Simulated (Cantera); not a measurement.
An isothermal, constant-pressure homogeneous reactor starts with C₂H₆ : H₂ = 1 : 2.1 (molar parts), at 1575 K and 34000 Pa.

Computed with Cantera and GRI-Mech 3.0 (53 species, 325 reactions). GRI-Mech 3.0 stops at C3 and has no aromatics, soot or wall deposition, so with more carbon than oxygen in the feed, carbon stays in small species such as C2H2 where larger ones or solid carbon would form.

x: mole fraction; the columns are a selection and need not sum to one.

```
t (s)       x C₂H₆   x H₂    x CH₂  x C₂H₂     x CH₃       x H    x C₂H
--------  --------  -----  -------  ------  --------  --------  -------
0.000200    0.0145  0.656  7.41e-7  0.0305   0.00223  0.000369  5.02e-8
0.000632         …  0.666        …       …         …         …        …
0.00200   0.000140  0.675  1.69e-8  0.0852  0.000251   5.14e-5  1.90e-8
0.00632    7.57e-5  0.687  1.21e-8   0.117  0.000210   4.53e-5  2.25e-8
0.0200     5.52e-5  0.697  1.14e-8   0.143  0.000201   4.62e-5  2.77e-8
0.0632     4.79e-5  0.705  1.10e-8   0.149  0.000191   4.72e-5  2.92e-8
0.200            …  0.720        …   0.155         …   4.96e-5  3.13e-8
0.632      1.96e-5  0.748  7.60e-9   0.167  0.000118   5.50e-5  3.60e-8
2.00       1.00e-5  0.771  5.28e-9   0.177   7.36e-5   6.15e-5  4.13e-8
6.32       8.62e-6  0.776  4.72e-9   0.179   6.38e-5   6.32e-5  4.27e-8
20.0       8.61e-6  0.776  4.71e-9   0.179   6.37e-5   6.32e-5  4.27e-8
63.2       8.61e-6  0.776  4.71e-9   0.179   6.37e-5   6.32e-5  4.27e-8
200        8.61e-6  0.776  4.71e-9   0.179   6.37e-5   6.32e-5  4.27e-8
```

Task: What belongs in the gaps?

Result: 
- 0.000632, x C₂H₆: 0.00109
- 0.000632, x CH₂: 8.83e-8
- 0.000632, x C₂H₂: 0.0601
- 0.000632, x CH₃: 0.000619
- 0.000632, x H: 0.000121
- 0.000632, x C₂H: 3.20e-8
- 0.200, x C₂H₆: 3.62e-5
- 0.200, x CH₂: 9.82e-9
- 0.200, x CH₃: 0.000165
